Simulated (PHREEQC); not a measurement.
Solution (25 °C): 32 mmol/kgw HCl and 0.36 mmol/kgw MnSO4. Closed to the air; pH follows from the charge balance.

All values are PHREEQC results (ion-association model, phreeqc.dat), not measurements.

This is a speciation only: nothing precipitates in the calculation.

Task: Predict the pH, specific conductance.

Result: pH 1.56; specific conductance 12100 µS/cm.

Task: In which forms is Mn present?

Result: Mn+2 93 %, MnCl+ 6.4 %, MnSO4 0.6 % of the Mn.
